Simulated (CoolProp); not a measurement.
Vapour-liquid equilibrium of ethanol (1) + n-hexane (2) at 117.25 °C; x and y are mole fractions of (1).

Computed with CoolProp (multi-fluid Helmholtz-energy mixture model, Schroeder 2014 and Thol 2019; pair parameters Bell 2016).

```
x     bubble pressure (MPa)  y at the bubble point  dew pressure at overall composition x (MPa)  liquid density (mol/L)
----  ---------------------  ---------------------  -------------------------------------------  ----------------------
0.05                 0.4439                  0.175                                       0.3932                   6.676
0.2                  0.5417                  0.376                                       0.4554                   7.250
0.35                 0.5678                  0.444                                       0.5289                   8.011
0.5                  0.5721                  0.484                                       0.5706                   9.014
0.65                 0.5626                  0.535                                       0.5193                   10.32
0.8                  0.5244                  0.638                                       0.4593                   12.01
0.95                 0.4350                  0.867                                       0.4079                   14.20
```

y crosses x between x = 0.35 and 0.5: the model has an azeotrope there.

Pair parameters are fitted to limited data, so mixtures are less certain than the pure fluids.
